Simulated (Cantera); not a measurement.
A closed system holds: 1 mol Si, 9.7 mol Cl2, 1.6 mol N2, equilibrated at 1600 K and 0.0100 bar.

Equilibrium computed with Cantera from the NASA thermochemical tables; the gas is ideal and each condensed phase is pure. Candidate condensed phases: Si, Si3N4; 13 gas species. The tables' values for SiCl3 are old estimates; treat these amounts as uncertain. The numbers say what is thermodynamically allowed, not how fast it happens.

Base state: Cl 0.559, Cl2 0.259, N2 0.112, SiCl4 0.0698, SiCl3 0.000160 (mole fractions); condensed: gas only.

### Question
What changes in the equilibrium state with this change: temperature from 1600 K to 1075 K?

### Answer
```tsv
species	before	after
Cl2	0.259	0.739
N2	0.112	0.155
SiCl4	0.0698	0.0966
Cl	0.559	0.00949
SiCl3	0.000160	7.15e-9
```
